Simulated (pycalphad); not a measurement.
All values are pycalphad results on the COST 507 light-alloy database (1999) (1 atm), not direct measurements. These are 1990s assessments: newer ones move some temperatures and phases. Phase fractions are per mole of atoms. Kinetics are ignored, which matters at the lower temperatures.

Q: Give the equilibrium state of Ti-0.14B (at.%) at 600 K.

A: HCP_A3, fraction 0.998, with 0.02 B at.%; BM, fraction 0.002, with 50.0 B at.%.

Q: Give the equilibrium state of Ti-0.14B (at.%) at 1875 K.

A: 
```
T = 1875.00 K, P = 101325 Pa, N = 1 mol of atoms
G = -114498 J/mol, H = 53309 J/mol, S = 89.50 J/(mol K)  (SER reference)
chemical potentials (J/mol): Ti -114352, B -218939
phase             fraction      x(Ti)       x(B)
BCC_A2              0.9878     0.9990     0.0010
LIQUID              0.0122     0.9679     0.0321
```

Database names, with the compositions (at.%) that they take in these runs: BM: Ti 50 B 50. BCC_A2 is bcc; HCP_A3 is hcp.
